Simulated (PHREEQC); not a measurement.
A solution holds 0.31 mol CuCl2, 0.27 mol H2SO4 and 0.73 mol KCl per kg of water, at 25 °C. Closed to the air; pH follows from the charge balance.

Equilibrium calculation in PHREEQC: ion-association model, phreeqc.dat.

**Question.** The ionic strength comes out as 1.73 mol/kgw. What activity coefficients do Cu+2, CuCl4-2, CuCl3-, HSO4-, SO4-2 get?

**Answer.** Cu+2 0.18, CuCl4-2 0.14, CuCl3- 0.57, HSO4- 0.94, SO4-2 0.12.

This is a speciation only: nothing precipitates in the calculation. Caution: at this ionic strength the ion-association model is outside its range; a Pitzer model would be the better tool where its parameters exist.
